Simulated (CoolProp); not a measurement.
R114 along the isobar 8.92 bar: Z from the reference equation and from simpler models built on Tc = 420.6 K, pc = 33.52 bar, ω = 0.252; each cubic takes its own stable root.

The numbers come from the reference Helmholtz-energy equation of state, Platzer 1990 in CoolProp. This equation is an older, rougher fit; its heat capacities, sound speeds and derivatives of the liquid may be far off and weren't checked against measurements.

| T (K) | phase | reference |
|---|---|---|
| 282.1 | liquid | 0.04318 |
| 301.9 | liquid | 0.04200 |
| 321.7 | liquid | 0.04125 |
| 341.5 | liquid | 0.04101 |
| 361.3 | gas | 0.8248 |
| 381.1 | gas | 0.8591 |
| 400.9 | gas | 0.8840 |
| 420.8 | gas | 0.9032 |
| 440.6 | gas | 0.9183 |
| 460.4 | gas | 0.9306 |
| 480.2 | gas | 0.9408 |
| 500 | gas | 0.9493 |

Task: How far does each simpler model (Redlich-Kwong, Soave-Redlich-Kwong, Peng-Robinson) lie from the reference over these 12 states: mean and median of the absolute difference, and the worst?

Result: 
- Redlich-Kwong: mean 158.2 %, median 0.7 %, worst +1868.5 % at 341.5 K and 8.92 bar
- Soave-Redlich-Kwong: mean 1.7 %, median 0.2 %, worst +6.3 % at 341.5 K and 8.92 bar
- Peng-Robinson: mean 3.2 %, median 1.1 %, worst -8.4 % at 282.1 K and 8.92 bar

At some of these states Redlich-Kwong gives the other phase, because its saturation line lies elsewhere.
